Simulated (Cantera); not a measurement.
Feed: 1 mol SiH2Cl2, 0.22 mol C3H8, 1100 mol H2, held at 1.10 mbar.

Points: T (K) = 1750, 1775, 1800, 1825, 1850, 1875, 1900, 1925, 1950, 1975.

Cantera's Mixture.equilibrate('TP', solver="vcs", rtol=1e-11, max_steps=5000) on the NASA tables stopped like this:

```
ERROR: FAILURE its = 5001!

*******************************************************************************
CanteraError thrown by MultiPhase::equilibrate:
VCS solver failed. Return code: -1
*******************************************************************************
```

Task: What got this run through?

Result: This is not unique; one that fits is The failure is numerical, not chemical. The same input converged with solver="gibbs", rtol=1e-10, max_steps=50000, and the result passed a check of the equilibrium conditions:
```
log10 of partial pressures in bar; condensed amounts in mol
       T/K        H2         H       HCL        Si C2H2,acet        CL       SiH      Si2C      SiC2    SiC(b)
      1750    -2.963    -5.115    -5.706    -6.504    -8.983    -7.971    -7.863    -8.596   -10.551    0.6552
      1775    -2.963    -5.020    -5.706    -6.494    -8.476    -7.877    -7.887    -8.527   -10.061    0.6499
      1800    -2.964    -4.928    -5.707    -6.475    -8.002    -7.787    -7.900    -8.449    -9.594    0.6356
      1825    -2.965    -4.839    -5.708    -6.436    -7.585    -7.699    -7.892    -8.353    -9.161    0.6012
      1850    -2.967    -4.752    -5.710    -6.368    -7.237    -7.614    -7.855    -8.230    -8.769     0.533
      1875    -2.968    -4.668    -5.712    -6.274    -6.955    -7.532    -7.792    -8.083    -8.416    0.4184
      1900    -2.970    -4.586    -5.714    -6.163    -6.720    -7.452    -7.710    -7.919    -8.092    0.2439
      1925    -2.972    -4.506    -5.717    -6.046    -6.524    -7.374    -7.621    -7.758    -7.800         0
      1950    -2.975    -4.428    -5.720    -6.041    -6.521    -7.298    -7.644    -7.913    -7.812         0
      1975    -2.978    -4.353    -5.723    -6.037    -6.520    -7.225    -7.669    -8.068    -7.826         0
```

The gas is ideal and each condensed phase is pure.
